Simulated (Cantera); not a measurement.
Charge: 1 mol Al(CH₃)₃, 0.64 mol O₂, 16 mol H₂, 4.4 mol NH₃, held at 0.225 Torr.

Method: chemical equilibrium by Gibbs-energy minimisation in Cantera with the NASA 1993 tables (ideal gas, pure condensed phases). Candidate condensed phases: Al, AlN, Al₂O₃, C, C₆H₆, C₇H₈, C₈H₁₈, H₂O; 148 gas species. The feed counts by its element totals alone. Rates play no part.

Over these rows the condensed part is AlN(s) + C(graphite). Partial pressures as log10 of bar:

```csv
T (K),1000/T (1/K),log p Al,log p H₂,log p N₂,log p CO
1275,0.7843,-11.75,-3.57,-4.77,-4.89
1350,0.7407,-10.29,-3.57,-4.77,-4.89
1425,0.7018,-8.99,-3.57,-4.77,-4.89
1500,0.6667,?,-3.57,-4.77,-4.89
1575,0.6349,-6.77,-3.57,-4.77,-4.89
1650,0.6061,-5.82,-3.57,-4.76,-4.90
```

### Question
Fit log p(Al) = a + b·(1000/T) to the five rows, give the apparent enthalpy, and predict the row at 1500 K.

### Answer
Means: 1000/T = 0.6936, log p = -8.724. Sxy = -0.719198, Sxx = 0.0216141, so b = -33.27 and a = -8.724 − (-33.27)×0.6936 = 14.35.
Apparent enthalpy: −19.145 × (-33.27) = 637 kJ/mol. With the condensed phases at unit activity, AlN(s) = Al(g) + 1/2 N₂(g) links this pressure to the main gases: over the six rows their terms move log p by -0.00 in all, so the slope is close to that reaction's ΔH°. The five rows lie within 0.01 of the line.
Prediction at 1500 K: 14.35 + (-33.27)×0.6667 = -7.83. The computed value is -7.82, 0.01 from the line.
